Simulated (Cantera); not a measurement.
A Cantera script and what it prints.

```python
import numpy as np
import cantera as ct

gas_names = """
    B BH BH2 BH3 BN B2 H H2 N NH NH2 NH3 N2 N2H2 N2H4
""".split()
cond_names = """
    B(b) B(L) BN(s)
""".split()


# ... load() reads the species with a 1 bar reference pressure and builds the phases ...
atoms = {
    'B': {'B': 1},
    'H2': {'H': 2},
    'NH3': {'N': 1, 'H': 3},
}
top_T = {'BN(s)': 3200}  # K; cautious upper limits of use, not melting points


# ... equilibrate(T, P, feed) seeds the gas with the atoms and calls Mixture.equilibrate('TP', solver="vcs", rtol=1e-11, max_steps=5000) ...
results = []
feed = {'B': 1, 'H2': 4.2, 'NH3': 1.1}  # mol
P = 1333.22  # Pa
for T in [750, 950, 1150, 1350, 1550, 1750, 1950, 2150, 2350]:
    mix = equilibrate(T, P, feed)
    results.append((T, P, feed, dict(zip(mix.species_names, mix.species_moles))))

top = {s: max(r[3][s] / sum(r[3][g] for g in gas_names) for r in results) for s in gas_names}
cols = sorted((s for s in top if top[s] > 0.001), key=lambda s: -top[s])[:8]
seen = [c for c in cond_names if any(r[3].get(c, 0) > 1e-12 for r in results)]
print("log10 of partial pressures in bar; condensed amounts in mol")
print(f"{'T/K':>10s}" + "".join(f"{s[:9]:>10s}" for s in cols + seen))
for T, P, feed, n in results:
    ng = sum(n[g] for g in gas_names)
    print(f"{T:10.4g}" + "".join(f"{np.log10(max(n[s] / ng * P / 1e5, 1e-99)):10.3f}" for s in cols)
          + "".join(f"{n.get(c, 0):10.4g}" for c in seen))
```

It prints:

```
log10 of partial pressures in bar; condensed amounts in mol
       T/K        H2         H        N2       BH2         B      B(b)      B(L)     BN(s)
       750    -1.879   -13.439    -3.947   -24.608   -42.114         0         0         1
       950    -1.879   -10.194    -3.947   -18.030   -30.202         0         0         1
      1150    -1.879    -8.067    -3.947   -13.756   -22.445         0         0         1
      1350    -1.879    -6.562    -3.947   -10.759   -16.997         0         0         1
      1550    -1.879    -5.441    -3.947    -8.545   -12.965         0         0         1
      1750    -1.880    -4.573    -3.947    -6.843    -9.863         0         0    0.9999
      1950    -1.883    -3.882    -3.943    -5.500    -7.405         0         0    0.9986
      2150    -1.924    -3.337    -3.025    -4.906    -5.868    0.8013         0     0.192
      2350    -1.963    -2.885    -2.963    -4.554    -4.728         0    0.9755         0
```

These are equilibrium values from Cantera (NASA tables, ideal gas, pure condensed phases), not measurements of a reactor. Mutual solubility and eutectic melting of coexisting phases are not modelled. The tables' values for BH2 are old estimates; treat these amounts as uncertain.
